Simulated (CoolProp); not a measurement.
Vapour pressure (MPa) of CF4 (R14): the reference equation beside estimates from Tc = 227.4 K, pc = 3.762 MPa, ω = 0.178. Clausius-Clapeyron is anchored at 186.4 K with a constant enthalpy of vaporisation of 9.245 kJ/mol.

Model: reference Helmholtz-energy equation of state, Platzer 1990, in CoolProp. This equation is an older, rougher fit; its heat capacities, sound speeds and derivatives of the liquid may be far off and weren't checked against measurements.

```tsv
T (K)	reference	Lee-Kesler	Clausius-Clapeyron	van der Waals	Redlich-Kwong
164.4	0.3303	0.3336	0.4153	0.8874	0.4295
167.5	0.3884	0.3927	0.4706	0.9733	0.4986
170.7	0.4560	0.4614	0.5330	1.067	0.5778
173.8	0.5297	0.5360	0.5987	1.164	0.6627
177	0.6146	0.6220	0.6721	1.269	0.7590
180.1	0.7061	0.7145	0.7488	1.377	0.8612
183.2	0.8072	0.8166	0.8313	1.490	0.9725
186.4	0.9225	0.9328	0.9225	1.613	1.097
189.5	1.045	1.056	1.017	1.738	1.229
192.7	1.184	1.196	1.121	1.873	1.375
195.8	1.332	1.344	1.228	2.010	1.527
198.9	1.492	1.505	1.342	2.153	1.690
202.1	1.672	1.685	1.466	2.307	1.871
205.2	1.862	1.875	1.593	2.462	2.057
```

Absolute difference from the reference over all 14 rows, mean and median: Lee-Kesler 1.0 and 1.1 %, Clausius-Clapeyron 10.6 and 9.7 %, van der Waals 87.4 and 79.7 %, Redlich-Kwong 19.9 and 19.7 %.
